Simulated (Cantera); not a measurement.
A closed system holds: 1 mol Si, 5.2 mol Cl2, 66 mol N2, at 823 K and 100 Torr.

Cantera equilibrium calculation (NASA polynomials, part measured and part estimated; ideal gas, pure solids and liquids). Candidate condensed phases: Si, Si3N4; 13 gas species. Kinetics and transport are ignored.

Base state: N2 0.940, Cl2 0.0456, SiCl4 0.0142 (mole fractions); condensed: gas only.

What changes in the equilibrium state with this change: temperature from 823 K to 1473.15 K?


```csv
species,before,after
N2,0.940,0.929
Cl2,0.0456,0.0330
Cl,9.19e-6,0.0242
SiCl4,0.0142,0.0141
```
